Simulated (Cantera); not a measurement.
A closed system holds: 1 mol Si2Cl6, 0.08 mol HCl, 50 mol H2, held at 1.00 Torr.

Method: chemical equilibrium by Gibbs-energy minimisation in Cantera with the NASA 1993 tables (ideal gas, pure condensed phases). Candidate condensed phases: Si; 19 gas species. The feed counts by its element totals alone. Kinetics and transport are ignored.

Over these rows the condensed part is Si(s). Partial pressures as log10 of bar:

```tsv
T (K)	1000/T (1/K)	log p SiH2Cl2	log p H2	log p HCl	log p SiCl2
1023	0.9775	-7.21	-2.90	-4.23	-5.30
1098	0.9107	-7.38	-2.91	-4.07	-4.92
1173	0.8525	-7.66	-2.92	-4.00	-4.73
1248	0.8013	-7.99	-2.92	-3.99	-4.66
1323	0.7559	-8.32	-2.92	-3.99	-4.62
1398	0.7153	?	-2.92	-3.99	-4.60
```

Fit log p(SiH2Cl2) = a + b·(1000/T) to the five rows, give the apparent enthalpy, and predict the row at 1398 K.

Means: 1000/T = 0.8596, log p = -7.712. Sxy = 0.155039, Sxx = 0.0307146, so b = 5.05 and a = -7.712 − (5.05)×0.8596 = -12.05.
Apparent enthalpy: −19.145 × (5.05) = -97 kJ/mol. With the condensed phases at unit activity, Si(s) + 2 HCl(g) = SiH2Cl2(g) links this pressure to the main gases: over the six rows their terms move log p by +0.48 in all, so the slope isn't that reaction's ΔH° alone. The five rows lie within 0.10 of the line.
Prediction at 1398 K: -12.05 + (5.05)×0.7153 = -8.44. The computed value is -8.61, 0.17 from the line.
